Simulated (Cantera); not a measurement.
A closed system holds: 1 mol CuO, 100 mol H2, equilibrated at 1348.15 K and 0.140 bar.

Method: chemical equilibrium by Gibbs-energy minimisation in Cantera with the NASA 1993 tables (ideal gas, pure condensed phases). Candidate condensed phases: Cu, CuO, Cu(OH)2, Cu2O, H2O; 12 gas species. Kinetics and transport are ignored.

Base state: H2 0.990, H2O 0.01000 (mole fractions); condensed: Cu(s).

Problem. What changes in the equilibrium state with this change: temperature from 1348.15 K to 1975 K?

Solution. 
| species | before | after |
|---|---|---|
| H2 | 0.990 | 0.977 |
| H2O | 0.01000 | 0.00988 |
| Cu | 3.36e-6 | 0.00985 |
| H | 6.17e-6 | 0.00361 |
| Cu2 | <1e-9 | 1.51e-5 |
| Cu(s), mol | 1.000 | 0 |
